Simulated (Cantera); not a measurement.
**Thermodynamics of iron carbonyl, mercury and lead vapours, feed PbO + H₂ + N₂**

A closed system holds: 1 mol PbO, 0.18 mol H₂, 92 mol N₂, equilibrated at 0.100 bar.

Method: chemical equilibrium by Gibbs-energy minimisation in Cantera with the NASA 1993 tables (ideal gas, pure condensed phases). Candidate condensed phases: H₂O, Pb, PbO, PbO₂, Pb₃O₄; 27 gas species. Mutual solubility and eutectic melting of coexisting phases are not modelled. Gases not in the tables: (PbO)n polymers. Equilibrium is a limit: real reactors are often held back by kinetics, nucleation or transport.

From 975 K to 1125 K the condensed part is Pb(l) + PbO(yellow). From 1200 K to 1275 K the condensed part is PbO(l). From 1350 K to 1575 K nothing is condensed.

```json
[
 {"T (K)": "975", "x N₂": "0.998", "x PbO": "1.30e-6", "x Pb": "9.17e-5", "x H₂O": "0.00195", "x O₂": "<1e-12", "x NO": "5.55e-11", "x OH": "2.50e-11", "x O": "<1e-12", "n Pb(l)": "0.172", "n PbO(yellow)": "0.820", "n PbO(l)": "0"},
 {"T (K)": "1050", "x N₂": "0.998", "x PbO": "1.48e-5", "x Pb": "0.000465", "x H₂O": "0.00195", "x O₂": "4.26e-11", "x NO": "8.46e-10", "x OH": "2.73e-10", "x O": "<1e-12", "n Pb(l)": "0.137", "n PbO(yellow)": "0.819", "n PbO(l)": "0"},
 {"T (K)": "1125", "x N₂": "0.996", "x PbO": "0.000121", "x Pb": "0.00189", "x H₂O": "0.00195", "x O₂": "1.17e-9", "x NO": "8.90e-9", "x OH": "2.16e-9", "x O": "<1e-12", "n Pb(l)": "0.00517", "n PbO(yellow)": "0.809", "n PbO(l)": "0"},
 {"T (K)": "1200", "x N₂": "0.995", "x PbO": "0.000682", "x Pb": "0.00195", "x H₂O": "0.00195", "x O₂": "1.90e-7", "x NO": "2.09e-7", "x OH": "2.29e-8", "x O": "3.46e-11", "n Pb(l)": "0", "n PbO(yellow)": "0", "n PbO(l)": "0.757"},
 {"T (K)": "1275", "x N₂": "0.993", "x PbO": "0.00290", "x Pb": "0.00198", "x H₂O": "0.00194", "x O₂": "1.48e-5", "x NO": "3.16e-6", "x OH": "1.77e-7", "x O": "1.36e-9", "n Pb(l)": "0", "n PbO(yellow)": "0", "n PbO(l)": "0.548"},
 {"T (K)": "1350", "x N₂": "0.987", "x PbO": "0.00822", "x Pb": "0.00251", "x H₂O": "0.00193", "x O₂": "0.000277", "x NO": "2.20e-5", "x OH": "8.63e-7", "x O": "2.22e-8", "n Pb(l)": "0", "n PbO(yellow)": "0", "n PbO(l)": "0"},
 {"T (K)": "1425", "x N₂": "0.987", "x PbO": "0.00768", "x Pb": "0.00305", "x H₂O": "0.00193", "x O₂": "0.000534", "x NO": "4.69e-5", "x OH": "2.18e-6", "x O": "1.01e-7", "n Pb(l)": "0", "n PbO(yellow)": "0", "n PbO(l)": "0"},
 {"T (K)": "1500", "x N₂": "0.986", "x PbO": "0.00699", "x Pb": "0.00373", "x H₂O": "0.00193", "x O₂": "0.000857", "x NO": "8.75e-5", "x OH": "4.88e-6", "x O": "3.75e-7", "n Pb(l)": "0", "n PbO(yellow)": "0", "n PbO(l)": "0"},
 {"T (K)": "1575", "x N₂": "0.986", "x PbO": "0.00620", "x Pb": "0.00451", "x H₂O": "0.00192", "x O₂": "0.00122", "x NO": "0.000148", "x OH": "9.91e-6", "x O": "1.18e-6", "n Pb(l)": "0", "n PbO(yellow)": "0", "n PbO(l)": "0"}
]
```
x: gas mole fraction; n: condensed amount in mol.
